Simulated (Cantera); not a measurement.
# NO annealing gas

A perfectly stirred reactor is fed with NO : N2 = 1 : 1.8 (molar parts), at 0.0267 bar; it is held at 2025 K, and followed from long to short residence time.

Cantera simulation using GRI-Mech 3.0 (53 species, 325 reactions); the numbers are that mechanism's predictions, not measurements. Radical loss at walls, strong at low pressure, is not modelled.

```json
[
 {"τ (s)": "8.9", "x NO": "0.157", "x O": "0.00161", "x NO2": "2.88e-5", "x N2O": "7.32e-6", "x O2": "0.0991"},
 {"τ (s)": "3.8", "x NO": "0.241", "x O": "0.00127", "x NO2": "3.35e-5", "x N2O": "1.87e-5", "x O2": "0.0572"},
 {"τ (s)": "1.6", "x NO": "0.307", "x O": "0.000906", "x NO2": "2.81e-5", "x N2O": "3.33e-5", "x O2": "0.0244"},
 {"τ (s)": "0.68", "x NO": "0.338", "x O": "0.000658", "x NO2": "2.04e-5", "x N2O": "4.29e-5", "x O2": "0.00908"},
 {"τ (s)": "0.29", "x NO": "0.350", "x O": "0.000509", "x NO2": "1.51e-5", "x N2O": "4.71e-5", "x O2": "0.00327"},
 {"τ (s)": "0.12", "x NO": "0.355", "x O": "0.000390", "x NO2": "1.16e-5", "x N2O": "4.77e-5", "x O2": "0.00105"},
 {"τ (s)": "0.052", "x NO": "0.356", "x O": "0.000268", "x NO2": "8.36e-6", "x N2O": "4.48e-5", "x O2": "0.000300"},
 {"τ (s)": "0.022", "x NO": "0.357", "x O": "0.000142", "x NO2": "4.72e-6", "x N2O": "3.70e-5", "x O2": "6.09e-5"},
 {"τ (s)": "0.0093", "x NO": "0.357", "x O": "5.86e-5", "x NO2": "1.92e-6", "x N2O": "2.53e-5", "x O2": "9.67e-6"}
]
```
x: mole fraction; the columns are a selection and need not sum to one.
